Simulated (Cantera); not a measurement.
Cantera run, input and output.

```python
import numpy as np
import cantera as ct

gas = ct.Solution("gri30.yaml")
gas.TPX = 1925, 5100, {'C3H8': 1, 'H2': 29, 'H2O': 1.5}
reactor = ct.IdealGasConstPressureReactor(gas, energy="off", clone=False)
net = ct.ReactorNet([reactor])
net.rtol, net.atol = 1e-08, 1e-18
show = ['C3H8', 'H2', 'C2H2', 'CH3', 'H']
times = np.geomspace(6e-05, 3, 10)

steps = ct.SolutionArray(gas, extra=["t"])
rows = []
print(f"{'t/s':>10s}{'T/K':>9s}{'P/Pa':>11s}" + "".join(f"{s:>11s}" for s in show))
for t in times:
    while net.time < t:
        t_next = net.step()
        steps.append(gas.state, t=t_next)
    rows.append([np.interp(t, steps.t, y) for y in (steps.T, steps.P, *steps(*show).X.T)])
    print(f"{t:10.3e}{rows[-1][0]:9.1f}{rows[-1][1]:11.4g}" + "".join(f"{x:11.3e}" for x in rows[-1][2:]))
rate = np.gradient(steps.T, steps.t)
print("integrator steps:", len(steps.t))
if steps.T.max() > steps.T[0] + 200:
    print(f"time of steepest temperature rise: {steps.t[rate.argmax()]:.4e} s")
gas.TPX = 1925, 5100, {'C3H8': 1, 'H2': 29, 'H2O': 1.5}
gas.equilibrate("TP")
print(f"equilibrium (TP): T = {gas.T:.1f} K  " + "  ".join(f"{s} {gas[s].X[0]:.3e}" for s in show))
```

Result:

```
       t/s      T/K       P/Pa       C3H8         H2       C2H2        CH3          H
 6.000e-05   1925.0       5100  8.117e-06  8.771e-01  1.156e-02  8.391e-03  1.011e-02
 1.996e-04   1925.0       5100  1.249e-08  8.826e-01  2.215e-02  5.392e-03  6.771e-03
 6.643e-04   1925.0       5100  5.679e-09  8.868e-01  2.577e-02  3.629e-03  4.869e-03
 2.210e-03   1925.0       5100  2.034e-09  8.914e-01  2.841e-02  2.292e-03  3.513e-03
 7.355e-03   1925.0       5100  7.064e-10  8.966e-01  3.190e-02  1.558e-03  3.165e-03
 2.447e-02   1925.0       5100  1.314e-10  9.034e-01  3.621e-02  9.096e-04  3.406e-03
 8.143e-02   1925.0       5100  1.250e-11  9.097e-01  3.751e-02  4.273e-04  3.737e-03
 2.710e-01   1925.0       5100  3.284e-12  9.166e-01  3.317e-02  2.762e-04  3.887e-03
 9.016e-01   1925.0       5100  6.999e-13  9.261e-01  2.570e-02  1.651e-04  3.994e-03
 3.000e+00   1925.0       5100  3.233e-14  9.325e-01  2.109e-02  5.668e-05  4.094e-03
integrator steps: 1311
equilibrium (TP): T = 1925.0 K  C3H8 1.705e-15  H2 9.334e-01  C2H2 2.069e-02  CH3 1.410e-05  H 4.120e-03
```

Detailed kinetics in Cantera: GRI-Mech 3.0 (53 species, 325 reactions). GRI-Mech 3.0 was tuned for natural gas; its chemistry of propane as a main component is partial and can be far from experiment. GRI-Mech 3.0 stops at C3 and has no aromatics, soot or wall deposition, so with more carbon than oxygen in the feed, carbon stays in small species such as C2H2 where larger ones or solid carbon would form.
